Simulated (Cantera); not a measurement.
A closed system holds: 1 mol (CH3)2SiCl2, 0.007 mol C2H2, 220 mol H2, at 3.50 mbar.

Cantera equilibrium calculation (NASA polynomials, part measured and part estimated; ideal gas, pure solids and liquids). Candidate condensed phases: C, C6H6, C7H8, C8H18, Si, SiC; 109 gas species. The feed counts by its element totals alone. Gases not in the tables: Si2H6 and higher silanes. Rates play no part.

Over these rows the condensed part is C(graphite) + SiC(s). Partial pressures as log10 of bar:

```tsv
T (K)	1000/T (1/K)	log p SiC2	log p H2	log p H
1725	0.5797	-9.80	-2.46	-4.96
1800	0.5556	?	-2.46	-4.68
1875	0.5333	-8.17	-2.46	-4.42
1950	0.5128	-7.45	-2.47	-4.18
2025	0.4938	-6.79	-2.47	-3.95
2100	0.4762	-6.17	-2.48	-3.75
```

Question: Fit log p(SiC2) = a + b·(1000/T) to the five rows, give the apparent enthalpy, and predict the row at 1800 K.

Answer: Means: 1000/T = 0.5192, log p = -7.676. Sxy = -0.224176, Sxx = 0.0063942, so b = -35.06 and a = -7.676 − (-35.06)×0.5192 = 10.53.
Apparent enthalpy: −19.145 × (-35.06) = 671 kJ/mol. The condensed phases alone fix this pressure, through C(graphite) + SiC(s) = SiC2(g), so the slope is that reaction's ΔH° and the other gases don't enter. The five rows lie within 0.01 of the line.
Prediction at 1800 K: 10.53 + (-35.06)×0.5556 = -8.95. The computed value is -8.95, 0.00 from the line.
